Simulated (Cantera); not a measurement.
Cantera run, input and output.

```python
import numpy as np
import cantera as ct

gas = ct.Solution("gri30.yaml")
gas.TPX = 950, 130000, {'CO': 0.014, 'O2': 0.0072, 'H2O': 0.0016, 'N2': 1}
reactor = ct.IdealGasConstPressureReactor(gas, energy="off", clone=False)
net = ct.ReactorNet([reactor])
net.rtol, net.atol = 1e-08, 1e-18
show = ['CO', 'O2', 'H2O', 'H2', 'NO2', 'OH']
times = np.geomspace(6e-05, 100, 11)

steps = ct.SolutionArray(gas, extra=["t"])
rows = []
print(f"{'t/s':>10s}{'T/K':>9s}{'P/Pa':>11s}" + "".join(f"{s:>11s}" for s in show))
for t in times:
    while net.time < t:
        t_next = net.step()
        steps.append(gas.state, t=t_next)
    rows.append([np.interp(t, steps.t, y) for y in (steps.T, steps.P, *steps(*show).X.T)])
    print(f"{t:10.3e}{rows[-1][0]:9.1f}{rows[-1][1]:11.4g}" + "".join(f"{x:11.3e}" for x in rows[-1][2:]))
rate = np.gradient(steps.T, steps.t)
print("integrator steps:", len(steps.t))
if steps.T.max() > steps.T[0] + 200:
    print(f"time of steepest temperature rise: {steps.t[rate.argmax()]:.4e} s")
gas.TPX = 950, 130000, {'CO': 0.014, 'O2': 0.0072, 'H2O': 0.0016, 'N2': 1}
gas.equilibrate("TP")
print(f"equilibrium (TP): T = {gas.T:.1f} K  " + "  ".join(f"{s} {gas[s].X[0]:.3e}" for s in show))
```

It prints:

```
       t/s      T/K       P/Pa         CO         O2        H2O         H2        NO2         OH
 6.000e-05    950.0    1.3e+05  1.369e-02  7.039e-03  1.564e-03  2.177e-18  8.676e-35  3.263e-15
 2.514e-04    950.0    1.3e+05  1.369e-02  7.039e-03  1.564e-03  1.808e-16  2.231e-32  2.063e-14
 1.053e-03    950.0    1.3e+05  1.369e-02  7.039e-03  1.564e-03  5.860e-15  8.846e-30  9.361e-14
 4.413e-03    950.0    1.3e+05  1.369e-02  7.039e-03  1.564e-03  1.018e-13  4.441e-27  3.147e-13
 1.849e-02    950.0    1.3e+05  1.369e-02  7.039e-03  1.564e-03  1.341e-12  1.317e-24  9.627e-13
 7.746e-02    950.0    1.3e+05  1.369e-02  7.039e-03  1.564e-03  2.343e-11  3.693e-22  4.863e-12
 3.245e-01    950.0    1.3e+05  1.369e-02  7.039e-03  1.564e-03  1.543e-09  5.034e-18  1.164e-10
 1.360e+00    950.0    1.3e+05  1.353e-02  6.959e-03  1.563e-03  1.456e-06  6.339e-13  3.028e-09
 5.697e+00    950.0    1.3e+05  1.241e-02  6.403e-03  1.555e-03  1.022e-05  2.522e-11  4.252e-09
 2.387e+01    950.0    1.3e+05  7.724e-03  4.067e-03  1.549e-03  1.979e-05  5.022e-10  5.450e-09
 1.000e+02    950.0    1.3e+05  1.400e-03  9.024e-04  1.561e-03  1.244e-05  2.928e-09  4.790e-09
integrator steps: 801
equilibrium (TP): T = 950.0 K  CO 8.825e-12  O2 1.966e-04  H2O 1.575e-03  H2 1.807e-12  NO2 1.629e-09  OH 8.478e-10
```

Computed with Cantera and GRI-Mech 3.0 (53 species, 325 reactions).
